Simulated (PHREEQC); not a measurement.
Solution (20 °C): 0.036 mol HF, 0.39 mol NH4HF2 and 0.00018 mol H2SiF6 per kg of water. Closed to the air; pH follows from the charge balance.

Computed with PHREEQC (ion-association model, phreeqc.dat).

```json
[
 {"quantity": "pH", "before": "2.85", "after": "2.87"},
 {"quantity": "HF (mol/kgw)", "before": "0.242", "after": "0.158"},
 {"quantity": "F- (mol/kgw)", "before": "0.209", "after": "0.125"}
]
```

Task: Name the change that produced these shifts.
A. NH4HF2 left out
B. diluted 100-fold with water
C. NH4HF2 from 0.39 to 0.195 mol/kgw
D. temperature from 20 to 80 °C
E. H2SiF6 left out

Result: C, NH4HF2 from 0.39 to 0.195 mol/kgw

Precipitation was switched off in this run. SiF6-2 is the database's only silicon fluoride.
